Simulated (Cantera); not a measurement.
An isothermal, constant-pressure homogeneous reactor starts with NO : N2 = 1 : 18 (molar parts), at 2025 K and 26000 Pa. Integrator tolerance rtol = 1e-08.

Detailed kinetics in Cantera: GRI-Mech 3.0 (53 species, 325 reactions).

Task: What does this change do: temperature 2025 to 1925 K?

Result: 
```json
[
 {"quantity": "x(NO) at 7.00 s", "before": "0.0184 (gas-phase equilibrium 0.00313)", "after": "0.0400 (gas-phase equilibrium 0.00238)"},
 {"quantity": "x(N2O) at 7.00 s", "before": "2.31e-7 (gas-phase equilibrium 9.95e-8)", "after": "7.35e-7 (gas-phase equilibrium 7.64e-8)"},
 {"quantity": "x(NO2) at 7.00 s", "before": "4.45e-6 (gas-phase equilibrium 9.03e-7)", "after": "7.19e-6 (gas-phase equilibrium 8.24e-7)"},
 {"quantity": "x(O) at 7.00 s", "before": "0.000210 (gas-phase equilibrium 0.000250)", "after": "6.07e-5 (gas-phase equilibrium 0.000115)"},
 {"quantity": "x(N2) at 7.00 s", "before": "0.964 (gas-phase equilibrium 0.972)", "after": "0.954 (gas-phase equilibrium 0.972)"}
]
```

Task: What does this change do: pressure from 26000 Pa to 64000 Pa?

Result: 
```json
[
 {"quantity": "x(NO) at 7.00 s", "before": "0.0184 (gas-phase equilibrium 0.00313)", "after": "0.00858 (gas-phase equilibrium 0.00313)"},
 {"quantity": "x(N2O) at 7.00 s", "before": "2.31e-7 (gas-phase equilibrium 9.95e-8)", "after": "1.77e-7 (gas-phase equilibrium 1.56e-7)"},
 {"quantity": "x(NO2) at 7.00 s", "before": "4.45e-6 (gas-phase equilibrium 9.03e-7)", "after": "3.68e-6 (gas-phase equilibrium 1.42e-6)"},
 {"quantity": "x(O) at 7.00 s", "before": "0.000210 (gas-phase equilibrium 0.000250)", "after": "0.000151 (gas-phase equilibrium 0.000160)"},
 {"quantity": "x(N2) at 7.00 s", "before": "0.964 (gas-phase equilibrium 0.972)", "after": "0.969 (gas-phase equilibrium 0.972)"}
]
```
